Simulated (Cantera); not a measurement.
A perfectly stirred reactor is fed with CH4 : O2 : N2 = 0.0085 : 0.0099 : 1 (molar parts), equivalence ratio 1.7, at 2.17 atm; it is held at 1500 K, and followed from long to short residence time.

Computed with Cantera and GRI-Mech 3.0 (53 species, 325 reactions).

Task: What does this change do: N2 1 to 0.22 parts?

Result: 
| quantity | before | after |
|---|---|---|
| x(CH4) at τ = 0.930 s | 0.00115 | 0.00479 |
| x(O2) at τ = 0.930 s | 0.000304 | 0.000676 |
| x(N2O) at τ = 0.930 s | 1.89e-9 | 1.94e-9 |
| x(CO) at τ = 0.930 s | 0.00384 | 0.0151 |
| x(CO2) at τ = 0.930 s | 0.00242 | 0.0114 |
| x(CH4) at τ = 10.0 ms | 0.00257 | 0.00727 |
| x(O2) at τ = 10.0 ms | 0.00391 | 0.00797 |
| x(N2O) at τ = 10.0 ms | 1.94e-8 | 2.49e-8 |
| x(CO) at τ = 10.0 ms | 0.00358 | 0.0184 |
| x(CO2) at τ = 10.0 ms | 0.000630 | 0.00495 |
The temperature is held fixed by assumption; the heat of reaction is taken as removed at once.

Task: What does this change do: temperature 1500 to 1175 K?

Result: 
| quantity | before | after |
|---|---|---|
| x(CH4) at τ = 0.930 s | 0.00115 | 0.00252 |
| x(O2) at τ = 0.930 s | 0.000304 | 0.00267 |
| x(N2O) at τ = 0.930 s | 1.89e-9 | 2.08e-8 |
| x(CO) at τ = 0.930 s | 0.00384 | 0.00390 |
| x(CO2) at τ = 0.930 s | 0.00242 | 0.00110 |
| x(CH4) at τ = 10.0 ms | 0.00257 | 0.00835 |
| x(O2) at τ = 10.0 ms | 0.00391 | 0.00972 |
| x(N2O) at τ = 10.0 ms | 1.94e-8 | 2.75e-12 |
| x(CO) at τ = 10.0 ms | 0.00358 | 1.97e-9 |
| x(CO2) at τ = 10.0 ms | 0.000630 | 3.13e-11 |

Task: What does this change do: O2 0.0099 to 0.071 parts?

Result: 
```json
[
 {"quantity": "x(CH4) at τ = 0.930 s", "before": "0.00115", "after": "1.99e-6"},
 {"quantity": "x(O2) at τ = 0.930 s", "before": "0.000304", "after": "0.0500"},
 {"quantity": "x(N2O) at τ = 0.930 s", "before": "1.89e-9", "after": "5.55e-7"},
 {"quantity": "x(CO) at τ = 0.930 s", "before": "0.00384", "after": "2.06e-5"},
 {"quantity": "x(CO2) at τ = 0.930 s", "before": "0.00242", "after": "0.00785"},
 {"quantity": "x(CH4) at τ = 10.0 ms", "before": "0.00257", "after": "3.67e-5"},
 {"quantity": "x(O2) at τ = 10.0 ms", "before": "0.00391", "after": "0.0502"},
 {"quantity": "x(N2O) at τ = 10.0 ms", "before": "1.94e-8", "after": "1.70e-6"},
 {"quantity": "x(CO) at τ = 10.0 ms", "before": "0.00358", "after": "0.000496"},
 {"quantity": "x(CO2) at τ = 10.0 ms", "before": "0.000630", "after": "0.00733"}
]
```
